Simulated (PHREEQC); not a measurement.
KOH is added in steps, without added water, to 1 kg of water holding 0.015 mol/kgw NH4Cl and 5.1e-05 mol/kgw Na2SO4, at 48 °C. O2 is buffered at 0.21 atm. No CO2 enters from the air. Only these solids could form: Halite, Mirabilite.

Base run: PHREEQC, ion-association model, wateq4f.dat. Each further column changes one thing. The table gives pH.

| KOH added (mol) | base | temperature from 48 to 5 °C | NH4Cl replaced by NH4BF4 at the same molality | 0.015 mol/kgw KH2PO4 added | no solid may form |
|---|---|---|---|---|---|
| 0 | 5.26 | 5.91 | 2.97 | 4.65 | 5.26 |
| 0.005425 | 8.40 | 9.71 | 3.58 | 6.64 | 8.40 |
| 0.01008 | 8.95 | 10.26 | 3.94 | 7.14 | 8.95 |
| 0.0155 | 10.22 | 11.60 | 4.24 | 7.85 | 10.22 |
| 0.02092 | 11.04 | 12.45 | 4.50 | 8.53 | 11.04 |
| 0.02558 | 11.28 | 12.69 | 4.69 | 9.06 | 11.28 |
| 0.031 | 11.45 | 12.86 | 4.93 | 10.21 | 11.45 |

At this temperature some constants are extrapolated from 25 °C, and those without enthalpy data are left unchanged. Real BF4- forms and hydrolyses slowly; the run takes it at equilibrium. H3PO4, which wateq4f.dat lacks, is added to it with the constant of phreeqc.dat. Solids allowed in the column 'NH4Cl replaced by NH4BF4 at the same molality': Mirabilite.
